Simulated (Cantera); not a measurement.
Input: 1 mol SiCl4, 7.4 mol H2, at 1700 K and 1.00 bar.

Cantera equilibrium calculation (NASA polynomials, part measured and part estimated; ideal gas, pure solids and liquids). Candidate condensed phases: Si; 19 gas species. The tables' values for SiCl3, SiCl are old estimates; treat these amounts as uncertain. The numbers say what is thermodynamically allowed, not how fast it happens.

Base state: H2 0.705, HCl 0.187, SiCl2 0.0835, SiCl3 0.0150, SiCl4 0.00529, SiHCl3 0.00386, SiH2Cl2 0.000490, H 0.000124 (mole fractions); condensed: gas only.

### Question
What changes in the equilibrium state with this change: temperature from 1700 K to 1125 K?

### Answer
| species | before | after |
|---|---|---|
| H2 | 0.705 | 0.843 |
| SiCl4 | 0.00529 | 0.0826 |
| HCl | 0.187 | 0.0386 |
| SiCl2 | 0.0835 | 0.000909 |
| SiHCl3 | 0.00386 | 0.0313 |
| SiCl3 | 0.0150 | 0.00247 |
| Cl | 2.55e-5 | 1.66e-9 |
| SiCl | 1.15e-5 | <1e-9 |
| H | 0.000124 | 4.08e-8 |
| SiH2Cl2 | 0.000490 | 0.00146 |
| SiH3Cl | 1.89e-5 | 1.81e-5 |
The tables' values for SiCl3 are old estimates; treat these amounts as uncertain.
